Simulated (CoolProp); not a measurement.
500 sccm (0 °C, 1 atm) of nitrogen bubbles through liquid tetrahydrofuran at 317.6 K and leaves saturated at a total pressure of 0.15 MPa (ideal gas phase). Each further row changes one setting.

The numbers come from the reference Helmholtz-energy equation of state, Fiedler 2023 in CoolProp.

```
case                      vapour pressure (kPa)  mole fraction of vapour  delivery (mg/min)  delivery (sccm)  change of delivery for a bath 1 K warmer (%)
------------------------  ---------------------  -----------------------  -----------------  ---------------  --------------------------------------------
as stated                                  47.8                    0.319                752                …                                           5.7
bath temperature 322.6 K                   57.5                    0.383                  …              311                                           6.1
total pressure 0.3 MPa                     47.8                    0.159                305                …                                           4.6
```

### Question
Fill in the missing entries.

### Answer

- as stated, delivery (sccm): 234
- bath temperature 322.6 K, delivery (mg/min): 1000
- total pressure 0.3 MPa, delivery (sccm): 94.7
